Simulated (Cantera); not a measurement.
## Silicon oxide and oxynitride deposition: TEOS + O₃ + H₂

Feed: 1 mol TEOS, 2.4 mol O₃, 19 mol H₂, held at 1527 °C and 10.0 mbar.

Method: chemical equilibrium by Gibbs-energy minimisation in Cantera with the NASA 1993 tables (ideal gas, pure condensed phases). Candidate condensed phases: C, C₆H₆, C₇H₈, C₈H₁₈, H₂O, Si, SiC, SiO₂; 123 gas species. The feed counts by its element totals alone. The tables hold silica as quartz up to 1696 K and as liquid above; real silica turns to tridymite and cristobalite and melts near 1996 K. Kinetics and transport are ignored.

```yaml
x(H₂): 0.743
x(CO): 0.212
x(H₂O): 0.0344
x(SiO): 0.00474
x(H): 0.00309
x(CO₂): 0.00257
x(OH): 9.43e-6
n(SiO₂(condensed)): 0.824 mol
gas_amount: 37.23 mol
log10 activity of C(graphite) (absent): -4.88
log10 activity of Si(l) (absent): -5.90
```
